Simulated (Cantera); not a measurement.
Cantera run:

```python
import numpy as np
import cantera as ct

gas_names = """
    O2 S2
""".split()
cond_names = """
    Na(L) Na2O(L) Na2S(L) Na2SO4(L)
""".split()


def load(file, names, dense=False):
    # The tables refer to 1 bar. Condensed volumes are neglected.
    table = {s.name: s for s in ct.Species.list_from_file(file)}
    out = []
    for n in names:
        d = dict(table[n].input_data)
        d["thermo"] = dict(d["thermo"], **{"reference-pressure": 1e5})
        if dense:
            d["equation-of-state"] = {"model": "constant-volume", "density": "1e6 g/cm^3"}
        out.append(ct.Species.from_dict(d))
    return out


species = {s.name: s for s in load("nasa_gas.yaml", gas_names) + load("nasa_condensed.yaml", cond_names)}
T = 1550
g = {n: (s.thermo.h(T) - T * s.thermo.s(T)) / (ct.gas_constant * T * np.log(10)) for n, s in species.items()}
valid = cond_names  # the entries whose range holds T


def stable(la, lb):
    # potentials (over RT ln 10) of the two non-metals from log10 p(O2) and log10 p(S2) in bar
    mu = {}
    mu["O"] = (g["O2"] + la) / 2
    mu["S"] = (g["S2"] + lb) / 2
    cost = {}
    for n in valid:
        c = species[n].composition
        cost[n] = (g[n] - sum(c.get(e, 0) * m for e, m in mu.items())) / c["Na"]
    return min(cost, key=cost.get)


results = []
for lb in [0, -1.2, -2.5, -3.8, -5, -6.2, -7.5, -8.8, -10]:
    row = [stable(la, lb) for la in [-20, -19.1, -18.2, -17.3, -16.4, -15.5, -14.5, -13.6, -12.7, -11.8, -10.9, -10, -9.1, -8.2, -7.3, -6.4, -5.5, -4.5, -3.6, -2.7, -1.8, -0.9, 0]]
    results.append(row)
    print(f"{lb:6.1f}  " + " ".join(f"{valid.index(n):x}" for n in row))
print("key: " + ", ".join(f"{i:x} {n}" for i, n in enumerate(valid)))
```

It prints:

```
   0.0  2 2 2 2 2 2 2 2 2 2 2 2 2 3 3 3 3 3 3 3 3 3 3
  -1.2  2 2 2 2 2 2 2 2 2 2 2 2 2 3 3 3 3 3 3 3 3 3 3
  -2.5  2 2 2 2 2 2 2 2 2 2 2 2 2 3 3 3 3 3 3 3 3 3 3
  -3.8  2 2 2 2 2 2 2 2 2 2 2 2 2 3 3 3 3 3 3 3 3 3 3
  -5.0  2 2 2 2 2 2 2 2 2 2 2 2 2 3 3 3 3 3 3 3 3 3 3
  -6.2  2 2 2 2 2 2 2 2 2 2 2 2 2 3 3 3 3 3 3 3 3 3 3
  -7.5  2 2 2 2 2 2 2 2 2 2 2 2 2 3 3 3 3 3 3 3 3 3 3
  -8.8  2 2 2 2 2 2 2 2 2 2 2 2 2 3 3 3 3 3 3 3 3 3 3
 -10.0  2 2 2 2 2 2 2 2 2 2 2 2 2 3 3 3 3 3 3 3 3 3 3
key: 0 Na(L), 1 Na2O(L), 2 Na2S(L), 3 Na2SO4(L)
```

Standard-state values (1 bar) from the NASA 1993 polynomials, evaluated with Cantera. Not in the tables: pyrosulfates. Part of the grid cannot be reached: there another gas would pass 10 bar, or a non-metal would condense.
